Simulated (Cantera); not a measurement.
Input (Python, Cantera) and output of one run.

```python
import numpy as np
import cantera as ct

gas_names = [...]  # 116 gases of nasa_gas.yaml made of C, H, Mg, O
cond_names = """
    C(gr) C6H6(L) C7H8(L) C8H18(L),n-octa H2O(s) H2O(L) Mg(cr) Mg(L) MgCO3(s) MgO(s) MgO(L) MgO2H2(s)
""".split()


# ... load() reads the species with a 1 bar reference pressure and builds the phases ...
atoms = {
    'MgCO3': {'Mg': 1, 'C': 1, 'O': 3},
    'H2': {'H': 2},
}
top_T = {'C(gr)': 4500}  # K; cautious upper limits of use, not melting points


# ... equilibrate(T, P, feed) seeds the gas with the atoms and calls Mixture.equilibrate('TP', solver="vcs", rtol=1e-11, max_steps=5000) ...
results = []
feed = {'MgCO3': 1, 'H2': 3.1}  # mol
P = 12000  # Pa
for T in [1523, 1573, 1623, 1673, 1723, 1773, 1823, 1873, 1923, 1973, 2023, 2073, 2123]:
    mix = equilibrate(T, P, feed)
    results.append((T, P, feed, dict(zip(mix.species_names, mix.species_moles))))

top = {s: max(r[3][s] / sum(r[3][g] for g in gas_names) for r in results) for s in gas_names}
cols = sorted((s for s in top if top[s] > 0.0001), key=lambda s: -top[s])[:6]
seen = [c for c in cond_names if any(r[3].get(c, 0) > 1e-12 for r in results)]
print("log10 of partial pressures in bar; condensed amounts in mol")
print(f"{'T/K':>10s}" + "".join(f"{s[:9]:>10s}" for s in cols + seen))
for T, P, feed, n in results:
    ng = sum(n[g] for g in gas_names)
    print(f"{T:10.4g}" + "".join(f"{np.log10(max(n[s] / ng * P / 1e5, 1e-99)):10.3f}" for s in cols)
          + "".join(f"{n.get(c, 0):10.4g}" for c in seen))
```

Result:

```
log10 of partial pressures in bar; condensed amounts in mol
       T/K        H2       H2O        CO       CO2         H        Mg    MgO(s)
      1523    -1.186    -1.593    -1.593    -2.429    -5.229    -8.337         1
      1573    -1.187    -1.589    -1.589    -2.453    -4.984    -7.815         1
      1623    -1.188    -1.586    -1.586    -2.476    -4.755    -7.325         1
      1673    -1.190    -1.584    -1.584    -2.497    -4.538    -6.866         1
      1723    -1.191    -1.581    -1.581    -2.517    -4.334    -6.434         1
      1773    -1.192    -1.579    -1.579    -2.536    -4.142    -6.027         1
      1823    -1.193    -1.577    -1.577    -2.554    -3.960    -5.643    0.9999
      1873    -1.194    -1.576    -1.576    -2.571    -3.787    -5.280    0.9998
      1923    -1.195    -1.574    -1.574    -2.587    -3.623    -4.936    0.9996
      1973    -1.196    -1.573    -1.573    -2.602    -3.468    -4.611    0.9991
      2023    -1.198    -1.572    -1.572    -2.616    -3.320    -4.303    0.9981
      2073    -1.199    -1.571    -1.572    -2.628    -3.180    -4.010    0.9964
      2123    -1.202    -1.569    -1.572    -2.640    -3.046    -3.733    0.9932
```

Equilibrium computed with Cantera from the NASA thermochemical tables; the gas is ideal and each condensed phase is pure.
